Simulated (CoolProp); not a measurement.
A single-stage vapour-compression cycle with the fluid: evaporating at 297.15 K (dew point), condensing at 334.15 K (bubble point), superheat 10 K, subcooling 5 K, compressor efficiency 0.75, no pressure losses. The same conditions are run with several fluids, on thermodynamics alone (safety and materials aside).

Values from CoolProp's reference Helmholtz-energy equation of state of each fluid (R245ca: Zhou 2016; R227EA: Lemmon 2016; n-perfluoropentane: Gao 2022; isohexane: Lemmon 2006; n-butane: Bücker 2006; R115: Lemmon 2016).

```csv
fluid,cooling COP,pressure ratio,discharge temperature (K),refrigerating effect (kJ/kg),volumetric capacity (kJ/m³)
R245ca,5.38,3.50,344.4,169,886
R227EA,4.77,2.73,338.7,81.6,2710
n-perfluoropentane,4.88,3.42,334.2,65.9,645
isohexane,5.43,3.84,339.4,291,270
n-butane,5.30,2.77,344.9,299,1720
R115,4.36,2.39,343.3,65.6,4220
```

The compression ends wet for: n-perfluoropentane.
